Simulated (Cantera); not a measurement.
## Stirred combustor or abatement burner

A perfectly stirred reactor is fed with 12.2 % H2, 13.9 % O2, 73.4 % N2, 0.280 % NO, 0.268 % H2O, at 11.0 bar; it is adiabatic with a 800 K inlet, and is followed from long to short residence time, starting on the burning branch (τ in s: 0.072, 0.021, 0.0061, 0.0018, 0.00051, 0.00015, 4.3e-05, 1.3e-05, 3.7e-06).

Computed with Cantera and GRI-Mech 3.0 (53 species, 325 reactions). The hydrogen kinetics of GRI-Mech 3.0 are dated; newer H2 mechanisms differ, most at raised pressure. The mechanism lacks 2 NO + O2 → 2 NO2 and HONO, so NO2 and the effect of NO are under-described below about 1400 K.

```csv
τ (s),T (K),x H2,x O2,x NO,x N2O,x NO2,x N2,x OH
0.072,1704,2.46e-5,0.0830,0.00295,6.39e-7,2.81e-5,0.781,0.000250
0.021,1703,5.97e-5,0.0830,0.00294,1.06e-6,3.87e-5,0.781,0.000324
0.0061,1702,0.000142,0.0830,0.00293,1.89e-6,5.21e-5,0.781,0.000448
0.0018,1700,0.000329,0.0830,0.00292,3.06e-6,6.13e-5,0.781,0.000636
0.00051,1695,0.000771,0.0831,0.00291,4.09e-6,6.03e-5,0.781,0.000928
0.00015,1685,0.00175,0.0833,0.00291,4.49e-6,5.05e-5,0.780,0.00133
4.3e-5,1662,0.00406,0.0840,0.00292,4.30e-6,3.74e-5,0.779,0.00186
1.3e-5,1612,0.00948,0.0861,0.00292,3.73e-6,2.63e-5,0.776,0.00238
3.7e-6,800,0.122,0.139,0.00280,<1e-12,4.77e-12,0.734,<1e-12
```
x: mole fraction; the columns are a selection and need not sum to one.
